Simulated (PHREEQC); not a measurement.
Dissolve 56 mmol/kgw HF, 0.34 mmol/kgw KF and 0.0033 mmol/kgw H4SiO4 at 58 °C. Closed to the air; pH follows from the charge balance.

Equilibrium calculation in PHREEQC: ion-association model, wateq4f.dat.

| quantity | before | after |
|---|---|---|
| pH | 2.36 | 2.18 |
| ionic strength (mol/kgw) | 0.00504 | 0.00754 |
| F- (mol/kgw) | 0.00417 | 0.00538 |
| HF2- (mol/kgw) | 0.000863 | 0.00214 |
| SI of Quartz (SiO2) | -7.13 | -8.50 |

Problem. Which change was made?
A. diluted 100-fold with water
B. diluted 10-fold with water
C. HF from 0.056 to 0.028 mol/kgw
D. HF from 0.056 to 0.112 mol/kgw
E. temperature from 58 to 55 °C

Solution. D, HF from 0.056 to 0.112 mol/kgw

This is a speciation only: nothing precipitates in the calculation. wateq4f.dat counts part of the HF as a dimer, H2F2, which phreeqc.dat doesn't know; its constant is uncertain. Constants without temperature data keep their 25 °C values here. SiF6-2 is the database's only silicon fluoride.
